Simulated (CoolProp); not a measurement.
Properties of R13 along the isotherm 450 K (Tc = 303.0 K, pc = 3.973 MPa, ω = 0.175).

Values from CoolProp's reference Helmholtz-energy equation of state, Platzer 1990. This equation is an older, rougher fit.

```json
[
 {"p (MPa)": "0.00628", "phase": "gas", "cv (kJ/(kg K))": "0.7025", "speed of sound (m/s)": "199.7", "isothermal compressibility (1/MPa)": "159.3", "Prandtl number": "0.715", "fugacity coefficient": "0.9999"},
 {"p (MPa)": "0.0112", "phase": "gas", "cv (kJ/(kg K))": "0.7026", "speed of sound (m/s)": "199.7", "isothermal compressibility (1/MPa)": "89.31", "Prandtl number": "0.715", "fugacity coefficient": "0.9998"},
 {"p (MPa)": "0.0199", "phase": "gas", "cv (kJ/(kg K))": "0.7026", "speed of sound (m/s)": "199.6", "isothermal compressibility (1/MPa)": "50.27", "Prandtl number": "0.715", "fugacity coefficient": "0.9996"},
 {"p (MPa)": "0.0353", "phase": "gas", "cv (kJ/(kg K))": "0.7026", "speed of sound (m/s)": "199.6", "isothermal compressibility (1/MPa)": "28.35", "Prandtl number": "0.715", "fugacity coefficient": "0.9993"},
 {"p (MPa)": "0.0628", "phase": "gas", "cv (kJ/(kg K))": "0.7027", "speed of sound (m/s)": "199.5", "isothermal compressibility (1/MPa)": "15.94", "Prandtl number": "0.714", "fugacity coefficient": "0.9987"},
 {"p (MPa)": "0.112", "phase": "gas", "cv (kJ/(kg K))": "0.7029", "speed of sound (m/s)": "199.4", "isothermal compressibility (1/MPa)": "8.949", "Prandtl number": "0.714", "fugacity coefficient": "0.9977"},
 {"p (MPa)": "0.199", "phase": "gas", "cv (kJ/(kg K))": "0.7031", "speed of sound (m/s)": "199.1", "isothermal compressibility (1/MPa)": "5.045", "Prandtl number": "0.713", "fugacity coefficient": "0.9960"},
 {"p (MPa)": "0.353", "phase": "gas", "cv (kJ/(kg K))": "0.7036", "speed of sound (m/s)": "198.7", "isothermal compressibility (1/MPa)": "2.853", "Prandtl number": "0.712", "fugacity coefficient": "0.9929"},
 {"p (MPa)": "0.628", "phase": "gas", "cv (kJ/(kg K))": "0.7045", "speed of sound (m/s)": "198.0", "isothermal compressibility (1/MPa)": "1.613", "Prandtl number": "0.709", "fugacity coefficient": "0.9874"},
 {"p (MPa)": "1.12", "phase": "gas", "cv (kJ/(kg K))": "0.7060", "speed of sound (m/s)": "196.7", "isothermal compressibility (1/MPa)": "0.9134", "Prandtl number": "0.706", "fugacity coefficient": "0.9776"},
 {"p (MPa)": "1.99", "phase": "gas", "cv (kJ/(kg K))": "0.7086", "speed of sound (m/s)": "194.5", "isothermal compressibility (1/MPa)": "0.5231", "Prandtl number": "0.705", "fugacity coefficient": "0.9606"}
]
```

Viscosity comes from a separate model (Huber 2003), an estimate that may be off by 10 % or more. Thermal conductivity comes from a separate model (Huber 2003), an estimate that may be off by 10 % or more.
